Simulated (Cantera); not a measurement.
Input: 1 mol BF3, 170 mol H2, at 2.40 mbar.

Equilibrium computed with Cantera from the NASA thermochemical tables; the gas is ideal and each condensed phase is pure. Candidate condensed phases: B; 20 gas species. The tables' values for BF2 are old estimates; treat these amounts as uncertain. Kinetics and transport are ignored.

log p: log10 of the partial pressure in bar; nothing condenses.

| T (K) | log p H2 | log p HF | log p BF3 | log p BF |
|---|---|---|---|---|
| 1248 | -2.62 | -5.72 | -4.91 | [?] |
| 1298 | -2.62 | -5.60 | -4.93 | [?] |
| 1348 | -2.62 | -5.48 | -4.96 | [?] |
| 1398 | -2.62 | -5.35 | -4.99 | [?] |
| 1448 | -2.62 | -5.22 | -5.04 | [?] |
| 1498 | -2.62 | -5.09 | -5.10 | [?] |
| 1548 | -2.62 | -4.97 | -5.19 | [?] |
| 1598 | -2.63 | -4.86 | -5.31 | [?] |

Fill in the missing entries.


- 1248, log p BF: -7.50
- 1298, log p BF: -6.99
- 1348, log p BF: -6.57
- 1398, log p BF: -6.22
- 1448, log p BF: -5.93
- 1498, log p BF: -5.69
- 1548, log p BF: -5.50
- 1598, log p BF: -5.34
